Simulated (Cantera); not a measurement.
Input: 1 mol Si, 2.4 mol H₂O, 610 mol H₂, at 1050 °C and 1 atm.

Method: chemical equilibrium by Gibbs-energy minimisation in Cantera with the NASA 1993 tables (ideal gas, pure condensed phases). Candidate condensed phases: H₂O, Si, SiO₂; 18 gas species. The tables hold silica as quartz up to 1696 K and as liquid above; real silica turns to tridymite and cristobalite and melts near 1996 K. Rates play no part.

Base state: H₂ 0.999, H₂O 0.000653 (mole fractions); condensed: SiO₂(β-quartz).

Problem. What changes in the equilibrium state with this change: pressure from 1 atm to 1.10e-5 bar?

Solution. 
| species | before | after |
|---|---|---|
| H₂ | 0.999 | 0.998 |
| H₂O | 0.000653 | 0.00108 |
| H | 1.58e-6 | 0.000479 |
| SiO | 7.68e-9 | 0.000427 |
| SiO₂(β-quartz), mol | 1.000 | 0.738 |

Problem. What changes in the equilibrium state with this change: temperature from 1050 °C to 1625 °C?

Solution. 
| species | before | after |
|---|---|---|
| H₂ | 0.999 | 0.995 |
| H₂O | 0.000653 | 0.00228 |
| SiO | 7.68e-9 | 0.00163 |
| H | 1.58e-6 | 0.000776 |
| SiO₂(β-quartz), mol | 1.000 | 0 |
